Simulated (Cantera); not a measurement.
Charge: 1 mol trisilylamine, 5.2 mol NH3, 0.99 mol N2, held at 1375 K and 0.195 Torr.

These are equilibrium values from Cantera (NASA tables, ideal gas, pure condensed phases), not measurements of a reactor. Candidate condensed phases: Si, Si3N4; 18 gas species. The feed counts by its element totals alone. The numbers say what is thermodynamically allowed, not how fast it happens.

Base state: H2 0.855, N2 0.145, H 0.000196 (mole fractions); condensed: Si3N4(s).

Problem. What changes in the equilibrium state with this change: trisilylamine replaced by Si2Cl6?

Solution. 
```csv
species,before,after
H2,0.855,0.430
HCl,0,0.275
N2,0.145,0.217
SiCl2,0,0.0750
SiCl3,0,0.00305
SiCl4,0,0.000568
Cl,0,7.37e-5
SiHCl3,0,5.67e-5
"Si3N4(s), mol",1.000,0.306
```
The tables' values for SiCl3 are old estimates; treat these amounts as uncertain. Further candidate phases: NH4Cl.
